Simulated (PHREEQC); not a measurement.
A solution holds 0.0048 mol/kgw Na2B4O7 and 1.2 mol/kgw MgCl2, at 20 °C and 10 atm. Closed to the air; pH follows from the charge balance.

Computed with PHREEQC (Pitzer model, pitzer.dat).

This is a speciation only: nothing precipitates in the calculation.

Q: Order these B species by the share of B that they hold, largest first: MgB(OH)4+, B3O3(OH)4-, B(OH)3, B(OH)4-.

A: B(OH)3 (50 %), MgB(OH)4+ (33 %), B(OH)4- (16 %), B3O3(OH)4- (0.29 %)

The pH is 7.62 and the ionic strength 3.60 mol/kgw. In brines, pH and single-ion activities rest on the MacInnes convention.
